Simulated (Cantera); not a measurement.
An adiabatic, constant-volume homogeneous reactor starts with CH₄ : O₂ : N₂ = 1 : 1.67 : 6.27 (molar parts), equivalence ratio 1.2, at 1550 K and 10.0 bar.

Detailed kinetics in Cantera: GRI-Mech 3.0 (53 species, 325 reactions). Above 3000 K some thermodynamic fits are extrapolated.

**Question.** Predict: time of steepest temperature rise; temperature at 0.400 s; equilibrium temperature; x(O₂) at 0.400 s; x(NO) at 0.400 s; x(CH₂O) at 0.400 s; x(O) at 0.400 s.

**Answer.** 
```
Quantity                                                            Result
---------------------------------  ---------------------------------------
time of steepest temperature rise                                 0.118 ms
temperature at 0.400 s                                              3160 K
equilibrium temperature                                             3160 K
x(O₂) at 0.400 s                   0.00615 (gas-phase equilibrium 0.00615)
x(NO) at 0.400 s                   0.00898 (gas-phase equilibrium 0.00898)
x(CH₂O) at 0.400 s                 1.91e-8 (gas-phase equilibrium 1.91e-8)
x(O) at 0.400 s                    0.00323 (gas-phase equilibrium 0.00323)
```
